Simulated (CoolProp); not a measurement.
A simple Rankine cycle with water: condensing at 304.15 K, boiler at 0.123 MPa, turbine inlet 380.7 K, turbine efficiency 0.85, pump efficiency 0.7, no recuperator. Each further row changes one setting.

The numbers come from the reference Helmholtz-energy equation of state, Wagner 2002 in CoolProp.

```tsv
case	thermal efficiency (%)	net work (kJ/kg)	heat in (kJ/kg)	turbine exit temperature (K)	volume ratio over the turbine
as stated	15.8	(withheld)	2560	304.1	19.7
turbine inlet 400.7 K	15.8	411	2600	304.1	(withheld)
condensing temperature 296.15 K	17.4	451	(withheld)	296.2	30.3
boiler pressure 0.0861 MPa	(withheld)	(withheld)	2560	304.1	(withheld)
turbine efficiency 0.75	(withheld)	356	2560	304.1	(withheld)
```

Q: Some entries are withheld; supply them.

A: 
- as stated, net work (kJ/kg): 404
- turbine inlet 400.7 K, volume ratio over the turbine: 18.9
- condensing temperature 296.15 K, heat in (kJ/kg): 2590
- boiler pressure 0.0861 MPa, thermal efficiency (%): 14.1
- boiler pressure 0.0861 MPa, net work (kJ/kg): 363
- boiler pressure 0.0861 MPa, volume ratio over the turbine: 14.0
- turbine efficiency 0.75, thermal efficiency (%): 13.9
- turbine efficiency 0.75, volume ratio over the turbine: 20.1

The expansion ends wet for: as stated; turbine inlet 400.7 K; condensing temperature 296.15 K; boiler pressure 0.0861 MPa; turbine efficiency 0.75.
